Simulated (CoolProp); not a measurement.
A single-stage vapour-compression cycle with R152A: evaporating at 286.15 K (dew point), condensing at 344.15 K (bubble point), superheat 0 K, subcooling 5 K, compressor efficiency 0.85, no pressure losses. Each further row changes one setting.

The numbers come from the reference Helmholtz-energy equation of state, Outcalt 1996 in CoolProp. It is a modified Benedict-Webb-Rubin equation, recast in Helmholtz form.

```tsv
case	cooling COP	pressure ratio	discharge temperature (K)	refrigerating effect (kJ/kg)	volumetric capacity (kJ/m³)
as stated	3.17	4.69	364.4	193	2480
evaporating temperature 291.15 K	3.62	4.00	362.2	196	2940
condensing temperature 339.15 K	3.61	4.19	358.1	___	2610
subcooling 10 K	3.34	4.69	364.4	204	2610
superheat 10 K	3.19	4.69	374.1	___	2500
compressor efficiency 0.75	2.80	4.69	___	193	2480
```

Question: Complete the blanks.

Answer: 
- condensing temperature 339.15 K, refrigerating effect (kJ/kg): 203
- superheat 10 K, refrigerating effect (kJ/kg): 205
- compressor efficiency 0.75, discharge temperature (K): 369.6
